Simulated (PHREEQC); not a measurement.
Dissolve 0.15 mol/kgw NaF at 25 °C. Closed to the air; pH follows from the charge balance.

Model: ion-association model, phreeqc.dat, run in PHREEQC.

Each row changes one thing in this solution. This is a speciation only: nothing precipitates in the calculation.

```
case                          pH  ionic strength (mol/kgw)  F- (mol/kgw)  Na+ (mol/kgw)  NaF (mol/kgw)  HF (mol/kgw)
--------------------------  ----  ------------------------  ------------  -------------  -------------  ------------
as made                     8.12                     0.144         0.144          0.144        0.00644       1.16e-6
0.007 mol/kgw HNO3 added    4.49                     0.144         0.135          0.144        0.00605       0.00460
0.19 mol/kgw NaCl added     8.06                     0.328         0.138          0.328         0.0117       1.12e-6
diluted 10-fold with water  7.64                    0.0149        0.0149         0.0149        9.95e-5       4.50e-7
0.018 mol/kgw NaHCO3 added  7.95                     0.160         0.143          0.160        0.00698       1.70e-6
diluted 2-fold with water   7.96                    0.0731        0.0731         0.0731        0.00191       9.17e-7
```
